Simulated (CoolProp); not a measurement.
Vapour-liquid equilibrium of CH2F2 (R32) (1) + R1234ze(E) (2) at 0.0542 MPa; x and y are mole fractions of (1).

Model: multi-fluid Helmholtz-energy mixture model, Tillner-Roth 1997 and Thol 2016; pair parameters Bell 2023, in CoolProp.

| x | bubble temperature, mixture model (°C) | bubble temperature, Raoult's law (°C) | y, mixture model | y, Raoult's law |
|---|---|---|---|---|
| 0.05 | -36.9 | -35.8 | 0.237 | 0.197 |
| 0.15 | -43.7 | -41.3 | … | 0.463 |
| 0.25 | -48.4 | -45.7 | … | 0.628 |
| 0.35 | … | -49.3 | … | 0.738 |
| 0.45 | … | -52.3 | 0.820 | 0.815 |
| 0.55 | … | -54.9 | 0.864 | 0.871 |
| 0.65 | -58.2 | -57.1 | 0.899 | 0.913 |
| 0.75 | … | -59.1 | 0.930 | 0.945 |
| 0.85 | -61.2 | -60.9 | 0.959 | 0.971 |
| 0.95 | -62.5 | -62.5 | 0.986 | 0.991 |

Task: Some entries are withheld; supply them.

Result: 
- 0.15, y, mixture model: 0.519
- 0.25, y, mixture model: 0.670
- 0.35, bubble temperature, mixture model (°C): -51.8
- 0.35, y, mixture model: 0.760
- 0.45, bubble temperature, mixture model (°C): -54.4
- 0.55, bubble temperature, mixture model (°C): -56.5
- 0.75, bubble temperature, mixture model (°C): -59.7

The largest gap from Raoult's law is -2.7 K in bubble temperature, at x = 0.25. No azeotrope shows between x = 0.05 and 0.95.

The pair parameters rest on a limited set of measurements; away from them the model extrapolates.
